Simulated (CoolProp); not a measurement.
Hydrogen chloride along the isotherm -47.35 °C: fugacity coefficient from the reference equation and from simpler models built on Tc = 51.5 °C, pc = 8314 kPa, ω = 0.130; each cubic takes its own stable root.

Values from CoolProp's reference Helmholtz-energy equation of state, Thol 2018.

```tsv
p (kPa)	phase	reference	Redlich-Kwong	Soave-Redlich-Kwong	Peng-Robinson
5200	liquid	0.1113	0.1340	0.1147	0.1130
10400	liquid	0.06102	0.07452	0.06368	0.06199
15600	liquid	0.04455	0.05518	0.04709	0.04530
20800	liquid	0.03657	0.04591	0.03913	0.03722
26000	liquid	0.03200	0.04070	0.03466	0.03259
31200	liquid	0.02915	0.03756	0.03195	0.02971
36400	liquid	0.02729	0.03562	0.03027	0.02784
41600	liquid	0.02607	0.03446	0.02926	0.02662
46800	liquid	0.02529	0.03384	0.02871	0.02584
52000	liquid	0.02483	0.03363	0.02851	0.02539
57200	liquid	0.02461	0.03373	0.02858	0.02518
62400	liquid	0.02458	0.03411	0.02888	0.02518
67500	liquid	0.02471	0.03469	0.02935	0.02533
72700	liquid	0.02498	0.03549	0.03001	0.02563
77900	liquid	0.02538	0.03647	0.03083	0.02606
83100	liquid	0.02588	0.03764	0.03180	0.02661
```
